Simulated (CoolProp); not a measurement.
Computed with CoolProp (reference Helmholtz-energy equation of state, Polt 1992). This equation is an older, rougher fit; its heat capacities, sound speeds and derivatives of the liquid may be far off and weren't checked against measurements.

Q: Give the vapour pressure (bar), liquid density (kg/m³), vapour density (kg/m³), enthalpy of vaporisation (kJ/kg) of saturated cyclopropane at 307.5, 314.7 K.

A: 
| T (K) | p (bar) | liquid density (kg/m³) | vapour density (kg/m³) | enthalpy of vaporisation (kJ/kg) |
|---|---|---|---|---|
| 307.5 | 9.25 | 604 | 18.0 | 388 |
| 314.7 | 11.0 | 592 | 21.5 | 376 |
